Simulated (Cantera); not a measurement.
A freely propagating, adiabatic, planar premixed flame of CH4 : O2 : N2 : CO2 = 1 : 1.54 : 5.78 : 0.32 (molar parts), equivalence ratio 1.3, unburnt at 500 K and 0.910 bar; mixture-averaged transport, grid criteria slope 0.08 and curve 0.16, no radiation.

Cantera simulation using GRI-Mech 3.0 (53 species, 325 reactions); the numbers are that mechanism's predictions, not measurements. Burning velocities carry a grid error of a few per cent, more on coarse grids.

Q: Predict: laminar burning velocity; thermal thickness; peak x(HO2); peak x(CH2O); peak x(H2).

A: 
```json
{
  "laminar_burning_velocity": "53.8 cm/s",
  "thermal_thickness": "0.550 mm",
  "peak x(HO2)": "9.84e-5",
  "peak x(CH2O)": "0.00104",
  "peak x(H2)": "0.0396"
}
```
